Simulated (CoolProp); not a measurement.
n-heptane at several states: density (kg/m³) from the reference equation and from simpler models built on Tc = 268.1 °C, pc = 2774 kPa, ω = 0.349; each cubic takes its own stable root.

Computed with CoolProp (reference Helmholtz-energy equation of state, Span 2003). It is a short technical equation, of lower accuracy than the large ones.

```tsv
T (°C)	p (kPa)	phase	reference	van der Waals	Redlich-Kwong	Soave-Redlich-Kwong	Peng-Robinson
-24.15	104	liquid	…	413.9	615.7	632.3	710.0
280.45	53.8	gas	1.179	1.178	1.179	1.178	1.179
135.75	14.4	gas	0.4266	0.4257	0.4261	0.4263	0.4264
147.65	10200	liquid	…	…	513.9	…	…
```

**Question.** Complete the blanks.

**Answer.** 
- -24.15, reference: 720.5
- 147.65, reference: 587.9
- 147.65, van der Waals: 372.3
- 147.65, Soave-Redlich-Kwong: 532.3
- 147.65, Peng-Robinson: 598.9
